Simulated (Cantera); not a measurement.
**Gas-phase reforming**

A perfectly stirred reactor is fed with CH₄ : CO₂ = 1 : 0.48 (molar parts), at 1.10 bar; it is held at 1550 K, and followed from long to short residence time.

Model: GRI-Mech 3.0 (53 species, 325 reactions), integrated in Cantera. GRI-Mech 3.0 stops at C3 and has no aromatics, soot or wall deposition, so with more carbon than oxygen in the feed, carbon stays in small species such as C2H2 where larger ones or solid carbon would form.

```tsv
τ (s)	x CH₄	x CO₂	x H₂O₂	x O₂	x C₂H₆
13	0.0696	0.0159	<1e-12	<1e-12	3.37e-5
2.5	0.104	0.0375	<1e-12	<1e-12	6.10e-5
0.48	0.210	0.102	<1e-12	<1e-12	0.000201
0.094	0.414	0.231	<1e-12	<1e-12	0.000687
0.018	0.586	0.304	<1e-12	<1e-12	0.00158
0.0036	0.657	0.322	<1e-12	<1e-12	0.00174
0.00070	0.673	0.324	<1e-12	<1e-12	0.000590
0.00014	0.675	0.324	<1e-12	<1e-12	7.58e-5
```
x: mole fraction; the columns are a selection and need not sum to one.
